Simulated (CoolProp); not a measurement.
Vapour-liquid equilibrium of C2F6 (R116) (1) + R22 (2) at 0.459 MPa; x and y are mole fractions of (1).

Computed with CoolProp (multi-fluid Helmholtz-energy mixture model, Lemmon 2006 and Kamei 1995; pair parameters Bell 2016).

Problem. Give the bubble temperature and the first vapour's composition at x = 0.35, 0.425, 0.725. Is there an azeotrope?

Solution. x = 0.35: 234.8 K, y = 0.780; x = 0.425: 233.8 K, y = 0.795; x = 0.725: 230.9 K, y = 0.856. No azeotrope shows between x = 0.05 and 0.95.

Pair parameters are fitted to limited data, so mixtures are less certain than the pure fluids. With so large a gap from Raoult's law the liquid may split in two, which this calculation doesn't test in full.
